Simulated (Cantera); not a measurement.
**Counterflow diffusion flame**

A counterflow diffusion flame at 0.850 bar, nozzles 20 mm apart: fuel side CH₄ : H₂ = 1 : 0.048 (molar parts) at 525 K, oxidiser side O₂ : N₂ = 0.25 : 0.75 (molar parts) at 650 K, fuel mass flux 0.74 times the oxidiser's; mixture-averaged transport, no radiation.

Model: GRI-Mech 3.0 (53 species, 325 reactions), integrated in Cantera. GRI-Mech 3.0 has no aromatics or soot, which form on the fuel side of real flames. The maximum strain rate includes the flame's own expansion and is several times the mean.

```
oxidiser flux (kg/m²/s)  max strain (1/s)  mean strain (1/s)  T max (K)  peak x OH  peak x H  peak x NO  peak x CO  peak x C₂H₂
-----------------------  ----------------  -----------------  ---------  ---------  --------  ---------  ---------  -----------
0.51                                  502                119       2280     0.0143   0.00820   0.000399     0.0796       0.0191
0.68                                  650                158       2265     0.0141   0.00842   0.000361     0.0780       0.0184
0.9                                   839                210       2252     0.0139   0.00865   0.000326     0.0767       0.0177
1.2                                  1090                280       2242     0.0138   0.00893   0.000292     0.0759       0.0171
1.6                                  1430                373       2227     0.0135   0.00910   0.000254     0.0748       0.0162
2.1                                  1830                489       2211     0.0131   0.00921   0.000217     0.0742       0.0153
2.8                                  2390                652       2191     0.0126   0.00923   0.000176     0.0735       0.0141
3.7                                  3100                862       2168     0.0120   0.00913   0.000138     0.0732       0.0127
4.9                                  4020               1140       2139     0.0112   0.00884   0.000101     0.0730       0.0110
```
x: mole fraction; the columns are a selection and need not sum to one.
